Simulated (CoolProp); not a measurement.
Properties of R113 along the isobar 4.52 MPa (Tc = 487.2 K, pc = 3.392 MPa, ω = 0.253).

Values from CoolProp's reference Helmholtz-energy equation of state, Marx 1992.

```tsv
T (K)	phase	density (kg/m³)	cp (kJ/(kg K))	speed of sound (m/s)	Joule-Thomson coefficient (K/MPa)
312.9	liquid	1541	0.9255	677.6	-0.3702
326.3	liquid	1510	0.9380	637.3	-0.3438
339.6	liquid	1478	0.9509	598.2	-0.3132
353	liquid	1445	0.9647	559.7	-0.2768
366.4	liquid	1410	0.9795	521.9	-0.2332
379.7	liquid	1375	0.9953	484.7	-0.1805
393.1	liquid	1337	1.013	447.4	-0.1145
406.5	liquid	1298	1.033	410.1	-0.03072
419.8	liquid	1255	1.056	372.7	0.07822
433.2	liquid	1209	1.085	334.3	0.2277
446.5	liquid	1158	1.122	294.9	0.4409
459.9	liquid	1099	1.175	253.2	0.7739
473.3	liquid	1028	1.260	208.7	1.355
486.6	liquid	933.8	1.435	160.4	2.573
500	supercritical	774.3	2.071	106.7	6.441
```
